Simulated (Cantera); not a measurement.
Charge: 1 mol SiO₂, 0.51 mol CH₄, 0.019 mol CO, equilibrated at 1430 Torr.

Method: chemical equilibrium by Gibbs-energy minimisation in Cantera with the NASA 1993 tables (ideal gas, pure condensed phases). Candidate condensed phases: C, C₆H₆, C₇H₈, C₈H₁₈, H₂O, Si, SiC, SiO₂; 123 gas species. Mutual solubility and eutectic melting of coexisting phases are not modelled. The tables hold silica as quartz up to 1696 K and as liquid above; real silica turns to tridymite and cristobalite and melts near 1996 K. Kinetics and transport are ignored.

**Question.** At 1823 K, list the 4 most abundant gas species with their mole fractions, and the condensed phases.

**Answer.** H₂ 0.732, CO 0.260, SiO 0.00680, CH₄ 0.000346. Condensed: SiC(s) + SiO₂(condensed).
